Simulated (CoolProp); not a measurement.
Vapour-liquid equilibrium of n-hexane (1) + p-xylene (2) at 158.95 °C; x and y are mole fractions of (1).

Model: multi-fluid Helmholtz-energy mixture model, Thol 2019 and Zhou 2012; pair parameters Bell 2016, in CoolProp.

```csv
x,bubble pressure (kPa),y at the bubble point,dew pressure at overall composition x (kPa),liquid density (mol/L)
0.05,212.0,0.222,178.5,6.858
0.15,291.2,0.474,196.7,6.781
0.25,366.0,0.616,218.7,6.699
0.35,437.4,0.709,246.2,6.613
0.45,506.3,0.777,281.2,6.522
0.55,574.0,0.830,327.0,6.424
0.65,641.3,0.874,389.3,6.321
0.75,709.7,0.913,477.0,6.210
0.85,780.3,0.949,603.5,6.091
0.95,854.7,0.983,783.3,5.963
```

No azeotrope shows between x = 0.05 and 0.95.

Pair parameters are fitted to limited data, so mixtures are less certain than the pure fluids. The gap from Raoult's law changes sign with composition, which may be real or a fault of the pair parameters; it wasn't checked against measurements.
